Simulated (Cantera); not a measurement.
Charge: 1 mol C2F6, 2.8 mol HCl, 0.1 mol H2, at 1273 K and 0.00170 bar.

Cantera equilibrium calculation (NASA polynomials, part measured and part estimated; ideal gas, pure solids and liquids). Candidate condensed phases: C, C6H6, C7H8, C8H18; 118 gas species. The feed counts by its element totals alone. Gases not in the tables: C2F6 and larger saturated fluorocarbons. Kinetics and transport are ignored.

Base state: HF 0.452, CF4 0.171, Cl2 0.158, HCl 0.121, Cl 0.0937, CClF3 0.00329, CCl2F2 6.12e-5 (mole fractions); condensed: C(graphite).

Problem. What changes in the equilibrium state with this change: temperature from 1273 K to 925 K?

Solution. 
```tsv
species	before	after
HCl	0.121	0.366
HF	0.452	0.271
CF4	0.171	0.247
Cl	0.0937	0.000936
Cl2	0.158	0.111
CCl2F2	6.12e-5	0.000117
CClF3	0.00329	0.00451
C(graphite), mol	1.09	0.813
```

Problem. What changes in the equilibrium state with this change: temperature from 1273 K to 2023.15 K?

Solution. 
```tsv
species	before	after
HF	0.452	0.414
Cl	0.0937	0.385
F	1.64e-6	0.0783
Cl2	0.158	0.000389
CF4	0.171	0.0475
CF2	7.81e-6	0.0712
HCl	0.121	0.00124
CF	<1e-9	0.000407
CCl2F2	6.12e-5	3.80e-8
CF3	1.60e-6	0.00170
C(graphite), mol	1.09	1.13
```
